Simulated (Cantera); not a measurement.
A closed system holds: 1 mol Si3N4, 0.028 mol N2O, 800 mol H2, held at 0.0133 bar.

Equilibrium computed with Cantera from the NASA thermochemical tables; the gas is ideal and each condensed phase is pure. Candidate condensed phases: H2O, Si, SiO2, Si2N2O, Si3N4; 35 gas species. Gases not in the tables: Si2H6 and higher silanes. Rates play no part.

At 1700 K, list the 6 most abundant gas species with their mole fractions, and the condensed phases.

H2 0.996, N2 0.00253, H 0.00127, Si 5.09e-5, SiO 3.49e-5, SiH2 1.41e-5. Condensed: Si(l).
